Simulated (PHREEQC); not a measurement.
1 kg of water holding 0.064 mol KCl meets 20 L of dry gas (H2 1 by moles) at fixed total pressure, at 40 °C; fugacities by Peng-Robinson. The gases take part in no redox reaction, some water evaporates into the gas, and hydrates or a liquid gas phase aren't modelled. Nothing may precipitate in this run.

Equilibrium calculation in PHREEQC: ion-association model, phreeqc.dat.

```json
[
 {"P (atm)": "2", "dissolved H2 (mol/kgw)": "0.00141", "φ of H2": "1.001"},
 {"P (atm)": "5", "dissolved H2 (mol/kgw)": "0.00361", "φ of H2": "1.001"},
 {"P (atm)": "10", "dissolved H2 (mol/kgw)": "0.00724", "φ of H2": "1.003"},
 {"P (atm)": "20", "dissolved H2 (mol/kgw)": "0.0144", "φ of H2": "1.006"},
 {"P (atm)": "30", "dissolved H2 (mol/kgw)": "0.0215", "φ of H2": "1.008"},
 {"P (atm)": "40", "dissolved H2 (mol/kgw)": "0.0284", "φ of H2": "1.011"},
 {"P (atm)": "50", "dissolved H2 (mol/kgw)": "0.0352", "φ of H2": "1.014"},
 {"P (atm)": "75", "dissolved H2 (mol/kgw)": "0.0518", "φ of H2": "1.022"},
 {"P (atm)": "100", "dissolved H2 (mol/kgw)": "0.0677", "φ of H2": "1.031"},
 {"P (atm)": "150", "dissolved H2 (mol/kgw)": "0.0979", "φ of H2": "1.049"},
 {"P (atm)": "200", "dissolved H2 (mol/kgw)": "0.126", "φ of H2": "1.069"},
 {"P (atm)": "300", "dissolved H2 (mol/kgw)": "0.176", "φ of H2": "1.114"},
 {"P (atm)": "400", "dissolved H2 (mol/kgw)": "0.220", "φ of H2": "1.166"}
]
```

At this temperature some constants are extrapolated from 25 °C, and those without enthalpy data are left unchanged.
